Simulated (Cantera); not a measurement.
Charge: 1 mol C2H4, 0.045 mol H2O, 7.1 mol H2, 1.9 mol NH3, held at 0.620 bar.

Equilibrium computed with Cantera from the NASA thermochemical tables; the gas is ideal and each condensed phase is pure. Candidate condensed phases: C, C6H6, C7H8, C8H18, H2O; 136 gas species. Kinetics and transport are ignored.

### Question
What share of the C ends up in condensed phases as a function of T (K), at 2098, 2198, 2298, 2398, 2498, 2598, 2698, 2798, 2898, 2998?

### Answer
| T (K) | C condensed (%) | as |
|---|---|---|
| 2098 | 92.2 | C(graphite) |
| 2198 | 89.4 | C(graphite) |
| 2298 | 85.4 | C(graphite) |
| 2398 | 80.0 | C(graphite) |
| 2498 | 72.9 | C(graphite) |
| 2598 | 63.7 | C(graphite) |
| 2698 | 52.1 | C(graphite) |
| 2798 | 37.7 | C(graphite) |
| 2898 | 20.1 | C(graphite) |
| 2998 | 0.0 | - |
